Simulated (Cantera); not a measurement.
Input: 1 mol SiCl4, 0.14 mol HCl, 7.8 mol H2.

Method: chemical equilibrium by Gibbs-energy minimisation in Cantera with the NASA 1993 tables (ideal gas, pure condensed phases). Candidate condensed phases: Si; 19 gas species. The tables' values for SiCl3 are old estimates. Equilibrium is a limit: real reactors are often held back by kinetics, nucleation or transport.

Stable condensed phases, one row left out:

```
T in K \ P in Pa
            100    210    460    980   2100   4500   9600  20000  44000  94000 200000
   1450       A      A      A      A      A      A      A      A      A      A      A
   1400       A      A      A      A      A      A      A      A      A      A      A
   1350       A      A      A      A      A      A      A      A      A      A      A
   1300       A      A      A      A      A      A      A      A      A      A      A
   1250       A      A      A      A      A      A      A      A      A      A      A
   1200       A      A      A      A      A      A      A      A      A      A      A
   1150       A      B      B      B      B      A      A      A      A      A      A
   1050       B      B      B      B      A      A      A      A      A      A      A
   1000       B      B      B      A      A      A      A      A      A      A      A
    950       B      A      A      A      A      A      A      A      A      A      A
```

A: gas only; B: Si.

Give the row for 1100 K.

100: Si; 210: Si; 460: Si; 980: Si; 2100: Si; 4500: gas only; 9600: gas only; 20000: gas only; 44000: gas only; 94000: gas only; 200000: gas only.
